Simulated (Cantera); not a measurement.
Feed: 1 mol Pb, 0.13 mol H2, 0.014 mol O2, equilibrated at 100 Torr.

Method: chemical equilibrium by Gibbs-energy minimisation in Cantera with the NASA 1993 tables (ideal gas, pure condensed phases). Candidate condensed phases: H2O, Pb, PbO, PbO2, Pb3O4; 12 gas species. Equilibrium is a limit: real reactors are often held back by kinetics, nucleation or transport.

log p: log10 of the partial pressure in bar; n: condensed amount in mol.

| T (K) | log p H2 | log p H2O | log p Pb | log p H | log p Pb2 | log p PbO | log p OH | n Pb(s) | n Pb(l) |
|---|---|---|---|---|---|---|---|---|---|
| 550 | -0.98 | -1.54 | -12.82 | <-12 | <-12 | <-12 | <-12 | 1.00 | 0 |
| 625 | -0.98 | -1.54 | -10.63 | <-12 | <-12 | <-12 | <-12 | 0 | 1.00 |
| 700 | -0.98 | -1.54 | -8.95 | <-12 | <-12 | <-12 | <-12 | 0 | 1.00 |
| 775 | -0.98 | -1.54 | -7.60 | -12.49 | <-12 | <-12 | <-12 | 0 | 1.00 |
| 850 | -0.98 | -1.54 | -6.50 | -11.18 | <-12 | <-12 | <-12 | 0 | 1.00 |
| 925 | -0.98 | -1.54 | -5.57 | -10.07 | … | -12.21 | <-12 | 0 | 1.000 |
| 1000 | -0.98 | -1.54 | -4.79 | -9.13 | … | -10.91 | -12.35 | 0 | 1.000 |
| 1075 | -0.98 | -1.54 | -4.12 | -8.32 | … | -9.79 | -11.31 | 0 | 1.000 |
| 1150 | -0.98 | -1.54 | -3.54 | -7.62 | … | -8.82 | -10.40 | 0 | 1.000 |
| 1225 | -0.98 | -1.54 | -3.03 | -7.00 | … | -7.97 | -9.60 | 0 | 0.999 |
| 1300 | -0.99 | -1.55 | -2.58 | -6.45 | … | -7.22 | -8.90 | 0 | 0.997 |

Problem. Complete the blanks.

Solution. 
- 925, log p Pb2: -11.60
- 1000, log p Pb2: -10.29
- 1075, log p Pb2: -9.17
- 1150, log p Pb2: -8.20
- 1225, log p Pb2: -7.35
- 1300, log p Pb2: -6.60
